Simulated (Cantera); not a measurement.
A diamond (100) surface in a fixed gas of H2 with x(CH4) = 0.0031, x(H) = 0.016, x(CH3) = 9.6e-05, at 1250 K; coverages are run to steady state.

Model: the Harris–Goodwin 1993 mechanism for the reconstructed diamond (100) surface, integrated in Cantera.

One state of this run: growth (µm/h) = 0.0959; θ c6HH = 0.407; θ c6H* = 0.0439; θ c6*H = 0.511; θ c6** = 0.0380; θ c6HM = 7.30e-5. θ: site fractions in the mechanism's names (c6HH fully hydrogenated, c6H* and c6*H radical sites, c6** diradical, c6HM methylated).

**Question.** Which value of P (Pa) does it belong to?
A. 7100
B. 590
C. 3800
D. 13000

**Answer.** B, 590
